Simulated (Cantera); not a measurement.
A closed system holds: 1 mol Ta(OEt)5, 5.5 mol H2O, 47 mol H2, held at 1848.15 K and 1 atm.

These are equilibrium values from Cantera (NASA tables, ideal gas, pure condensed phases), not measurements of a reactor. Candidate condensed phases: C, C6H6, C7H8, C8H18, H2O, Ta, TaC, Ta2O5; 113 gas species. The feed counts by its element totals alone. Mutual solubility and eutectic melting of coexisting phases are not modelled. TaC: taken at fixed stoichiometry. Condensed phases not in the tables: Ta2C. Kinetics and transport are ignored.

Base state: H2 0.870, CO 0.125, H2O 0.00394, H 0.000492, CO2 0.000142 (mole fractions); condensed: TaC(s) + Ta2O5(s).

Task: What changes in the equilibrium state with this change: Ta(OEt)5 replaced by Ta?

Result: 
```csv
species,before,after
H2,0.870,0.942
H2O,0.00394,0.0571
H,0.000492,0.000512
CO,0.125,0
CO2,0.000142,0
"TaC(s), mol",0.658,0
"Ta2O5(s), mol",0.171,0.500
```

Task: What changes in the equilibrium state with this change: Ta(OEt)5 replaced by Nb?

Result: 
| species | before | after |
|---|---|---|
| H2 | 0.870 | 0.933 |
| H2O | 0.00394 | 0.0666 |
| H | 0.000492 | 0.000509 |
| CO | 0.125 | 0 |
| CO2 | 0.000142 | 0 |
| TaC(s), mol | 0.658 | 0 |
| Ta2O5(s), mol | 0.171 | 0 |
| NbO2(s), mol | 0 | 1.000 |
Condensed phases not in the tables: the oxides between NbO2 and Nb2O5. Further candidate phases: Nb, NbO, NbO2, Nb2O5.
